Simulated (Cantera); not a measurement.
# Premixed flame

A freely propagating, adiabatic, planar premixed flame of H₂ : O₂ : N₂ = 1 : 0.294 : 1.12 (molar parts), unburnt at 325 K and 32000 Pa; unity-Lewis-number transport, grid criteria slope 0.08 and curve 0.16, no radiation.

Model: the H2/O2 subset of GRI-Mech 3.0, which has no nitrogen chemistry, integrated in Cantera. Unity Lewis numbers drop preferential diffusion, which matters most where H2 and H carry the flame. Burning velocities carry a grid error of a few per cent, more on coarse grids.

| z (mm) | T (K) | u (m/s) | x H₂ | x O₂ | x OH | x HO₂ | x H₂O | x H₂O₂ |
|---|---|---|---|---|---|---|---|---|
| -4.10 | 325 | 1.83 | 0.414 | 0.122 | <1e-8 | <1e-8 | 3.53e-8 | <1e-8 |
| -2.73 | 325 | 1.83 | 0.414 | 0.122 | <1e-8 | 1.56e-8 | 1.04e-6 | <1e-8 |
| -2.05 | 325 | 1.83 | 0.414 | 0.122 | <1e-8 | 1.19e-7 | 7.98e-6 | 2.42e-8 |
| -1.37 | 326 | 1.84 | 0.414 | 0.122 | <1e-8 | 1.48e-6 | 9.92e-5 | 2.98e-7 |
| -0.683 | 376 | 2.11 | 0.409 | 0.119 | 1.29e-5 | 9.28e-5 | 0.00614 | 1.20e-5 |
| -0.342 | 678 | 3.74 | 0.372 | 0.0998 | 0.000384 | 9.02e-5 | 0.0485 | 1.15e-5 |
| 0 | 1109 | 5.96 | 0.259 | 0.0509 | 0.00139 | 2.35e-5 | 0.150 | 6.53e-7 |
| 0.342 | 1364 | 7.22 | 0.164 | 0.0123 | 0.00349 | 4.79e-6 | 0.228 | 5.04e-7 |
| 0.683 | 1485 | 7.80 | 0.148 | 0.00361 | 0.00458 | 1.27e-6 | 0.247 | 4.41e-7 |
| 1.37 | 1613 | 8.38 | 0.154 | 0.00179 | 0.00539 | 5.68e-7 | 0.253 | 3.10e-7 |
| 2.73 | 1743 | 8.96 | 0.163 | 0.00121 | 0.00566 | 3.58e-7 | 0.257 | 1.74e-7 |
| 5.47 | 1865 | 9.49 | 0.172 | 0.000715 | 0.00528 | 2.11e-7 | 0.262 | 8.70e-8 |
| 10.9 | 1969 | 9.93 | 0.179 | 0.000363 | 0.00436 | 1.16e-7 | 0.267 | 4.20e-8 |
x: mole fraction of selected species; z is measured from the peak of heat release.

| Quantity | Value |
|---|---|
| laminar burning velocity | 183 cm/s |
| thermal thickness | 1.37 mm |
| peak x(OH) | 0.00566 |
| peak x(HO₂) | 0.000165 |
| peak x(H₂O₂) | 1.78e-5 |
| grid points | 114 |
